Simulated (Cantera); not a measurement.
**AlN + H2 + N2 + O2 (nitride etching)**

Feed: 1 mol AlN, 400 mol H2, 2.4 mol N2, 2.1 mol O2, equilibrated at 1075 °C and 0.170 bar.

Cantera equilibrium calculation (NASA polynomials, part measured and part estimated; ideal gas, pure solids and liquids). Candidate condensed phases: Al, AlN, Al2O3, H2O; 35 gas species. Kinetics and transport are ignored.

```json
{
  "x(H2)": "0.986",
  "x(N2)": "0.00720",
  "x(H2O)": "0.00670",
  "x(H)": "5.58e-6",
  "x(NH3)": "1.45e-6",
  "n(Al2O3(s))": "0.500 mol",
  "gas_amount": "402.9 mol",
  "log10 activity of Al(l) (absent)": "-10.83"
}
```
